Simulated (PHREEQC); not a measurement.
Synthetic water in mg/L, 25 °C, pH 2.46, pe 10.3:

```tsv
constituent	mg/L
Na	10.9
K	161
Ca	53.8
Mg	16.4
Cl	72.2
S(6) as SO4	770
O(0) (dissolved oxygen)	1.46
Li	0.454
Al	25.1
```

Valence states are taken as typed.

The numbers come from PHREEQC with the ion-association model, phreeqc.dat.

Q: The ionic strength comes out as 0.0208 mol/kgw. What activity coefficients do Al+3, Cl-, Mg+2, CaHSO4+, Li+ get?

A: Al+3 0.34, Cl- 0.87, Mg+2 0.59, CaHSO4+ 0.87, Li+ 0.88.

No solid was allowed to form. Complexes and solids missing from the database can't appear.
